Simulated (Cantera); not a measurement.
A jet of 1.77 % H2, 10.7 % O2, 87.5 % N2, equivalence ratio 0.082 at 300 K and 5100 Pa hits a platinum plate 3.9 cm away at a mass flux of 0.048 kg/m²/s; the plate temperature is set and raised in steps from an oxygen-covered start.

Detailed kinetics in Cantera: Deutschmann's 1995 Pt surface mechanism with GRI-Mech 3.0 gas chemistry. Catalytic surfaces can have several steady states; this one follows from the mechanism file's or the stated starting coverage.

x: mole fraction at the wall; θ: surface coverage.

```csv
plate T (K),wall x H2,wall x O2,wall x H2O,wall x OH,θ free Pt,θ O*,θ OH*
600,0.00295,0.0917,0.0286,<1e-8,0.0530,0.943,0.00375
650,0.00292,0.0917,0.0285,<1e-8,0.0562,0.941,0.00253
700,0.00273,0.0915,0.0287,<1e-8,0.0634,0.935,0.00186
750,[?],0.0910,0.0295,<1e-8,0.0839,0.915,0.00155
800,[?],0.0904,0.0305,<1e-8,0.123,0.875,0.00140
850,[?],0.0900,0.0311,1.43e-8,0.178,0.821,0.00128
900,[?],0.0898,0.0315,4.48e-8,0.241,0.758,0.00114
```

Q: Fill in the missing entries.

A: 
- 750, wall x H2: 0.00222
- 800, wall x H2: 0.00162
- 850, wall x H2: 0.00120
- 900, wall x H2: 0.000930
